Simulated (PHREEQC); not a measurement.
Consider water at 25 °C with 0.003 mol/kgw NaAlO2. Closed to the air; pH follows from the charge balance.

Equilibrium calculation in PHREEQC: ion-association model, phreeqc.dat.

Each row changes one thing in this solution. No solid was allowed to form.

```csv
case,pH,ionic strength (mol/kgw)
as made,8.58,0.00300
NaAlO2 replaced by Na2SiF6 at the same molality,3.21,0.00914
temperature from 25 to 70 °C,7.74,0.00300
diluted 10-fold with water,8.11,0.000300
diluted 5-fold with water,8.25,0.000600
temperature from 25 to 20 °C,8.68,0.00300
```

Complexes and solids missing from the database can't appear. Some of these states are supersaturated (in Al(OH)3(a), Gibbsite (slow to form), Quartz (slow to form), for instance). At this temperature some constants are extrapolated from 25 °C, and those without enthalpy data are left unchanged. SiF6-2 is the database's only silicon fluoride.
